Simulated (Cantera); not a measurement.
An isothermal, constant-pressure homogeneous reactor starts with NO : N₂ = 1 : 1.1 (molar parts), at 1825 K and 0.0188 atm. Integrator tolerance rtol = 1e-08.

Cantera simulation using GRI-Mech 3.0 (53 species, 325 reactions); the numbers are that mechanism's predictions, not measurements. Radical loss at walls, strong at low pressure, is not modelled.

What does this change do: pressure from 0.0188 atm to 0.0257 atm?


```tsv
quantity	before	after
x(NO) at 90.0 s	0.190 (gas-phase equilibrium 0.00472)	0.152 (gas-phase equilibrium 0.00472)
x(O₂) at 90.0 s	0.143 (gas-phase equilibrium 0.235)	0.162 (gas-phase equilibrium 0.235)
x(N₂) at 90.0 s	0.667 (gas-phase equilibrium 0.759)	0.686 (gas-phase equilibrium 0.759)
x(N₂O) at 90.0 s	1.01e-5 (gas-phase equilibrium 3.66e-8)	6.67e-6 (gas-phase equilibrium 4.28e-8)
x(O) at 90.0 s	0.000435 (gas-phase equilibrium 0.000544)	0.000392 (gas-phase equilibrium 0.000465)
```

What does this change do: N2 1.1 to 10 parts?


```tsv
quantity	before	after
x(NO) at 90.0 s	0.190 (gas-phase equilibrium 0.00472)	0.0705 (gas-phase equilibrium 0.00229)
x(O₂) at 90.0 s	0.143 (gas-phase equilibrium 0.235)	0.0101 (gas-phase equilibrium 0.0442)
x(N₂) at 90.0 s	0.667 (gas-phase equilibrium 0.759)	0.919 (gas-phase equilibrium 0.953)
x(N₂O) at 90.0 s	1.01e-5 (gas-phase equilibrium 3.66e-8)	1.83e-6 (gas-phase equilibrium 1.99e-8)
x(O) at 90.0 s	0.000435 (gas-phase equilibrium 0.000544)	0.000121 (gas-phase equilibrium 0.000236)
```
